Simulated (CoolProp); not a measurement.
The fluid at 291.31 K and 0.0534 MPa expands adiabatically to 0.00454 MPa with isentropic efficiency 0.85. The same conditions are run with several fluids, on thermodynamics alone (safety and materials aside).

Model: reference Helmholtz-energy equation of state of each fluid (R11: Jacobsen 1992; methane: Setzmann 1991; dimethyl ether: Wu 2011; R407C: Lemmon 2003; normal hydrogen: Leachman 2009), in CoolProp. Blends and air are pseudo-pure fits.

```json
[
 {"fluid": "R11", "work (kJ/kg)": "32.0", "final temperature (K)": "231.3", "final phase": "two-phase, vapour fraction 0.997", "final density (kg/m³)": "0.327"},
 {"fluid": "methane", "work (kJ/kg)": "238", "final temperature (K)": "179.3", "final phase": "gas", "final density (kg/m³)": "0.0489"},
 {"fluid": "dimethyl ether", "work (kJ/kg)": "92.9", "final temperature (K)": "219.4", "final phase": "gas", "final density (kg/m³)": "0.115"},
 {"fluid": "R407C", "work (kJ/kg)": "50.2", "final temperature (K)": "223.4", "final phase": "gas", "final density (kg/m³)": "0.211"},
 {"fluid": "normal hydrogen", "work (kJ/kg)": "1780", "final temperature (K)": "161.7", "final phase": "gas", "final density (kg/m³)": "0.00681"}
]
```
